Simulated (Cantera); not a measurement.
What does this Cantera script print?

```python
import numpy as np
import cantera as ct

gas_names = """
    CL CL2 H HCL H2 N NH NH2 NH3 N2 N2H2 N2H4 Si SiCL SiCL2 SiCL3 SiCL4 SiH SiHCL3 SiH2 SiH2CL2 SiH3
    SiH3CL SiH4 SiN Si2 Si2N Si3
""".split()
cond_names = """
    NH4CL(a) NH4CL(b) Si(cr) Si(L) Si3N4(a)
""".split()


# ... load() reads the species with a 1 bar reference pressure and builds the phases ...
atoms = {
    'SiCl4': {'Si': 1, 'CL': 4},
    'N2': {'N': 2},
    'H2': {'H': 2},
}
top_T = {'Si3N4(a)': 2400}  # K; cautious upper limits of use, not melting points


# ... equilibrate(T, P, feed) seeds the gas with the atoms and calls Mixture.equilibrate('TP', solver="vcs", rtol=1e-11, max_steps=5000) ...
results = []
feed = {'SiCl4': 1, 'N2': 95, 'H2': 28}  # mol
T = 1875  # K
P = 22  # Pa
mix = equilibrate(T, P, feed)
results.append((T, P, feed, dict(zip(mix.species_names, mix.species_moles))))
x = sorted(zip(gas.X, gas.species_names), reverse=True)
print(f"T = {T:g} K  P = {P:g} Pa  gas = {mix.phase_moles(0):.4g} mol")
print("   x: " + "  ".join(f"{s} {v:.3e}" for v, s in x if v > 0.0001))
print("   condensed (mol): " + ("  ".join(f"{mix.phase(i).name} {mix.phase_moles(i):.4g}"
      for i in range(1, mix.n_phases) if mix.phase_moles(i) > 1e-12) or "none"))
```

Result:

```
T = 1875 K  P = 22 Pa  gas = 127.2 mol
   x: N2 7.470e-01  H2 1.972e-01  HCL 2.630e-02  H 1.963e-02  Si 6.035e-03  CL 1.982e-03  SiCL2 1.437e-03  SiCL 2.994e-04
   condensed (mol): none
```

Method: chemical equilibrium by Gibbs-energy minimisation in Cantera with the NASA 1993 tables (ideal gas, pure condensed phases). The tables' values for SiCl, SiN are old estimates; treat these amounts as uncertain.
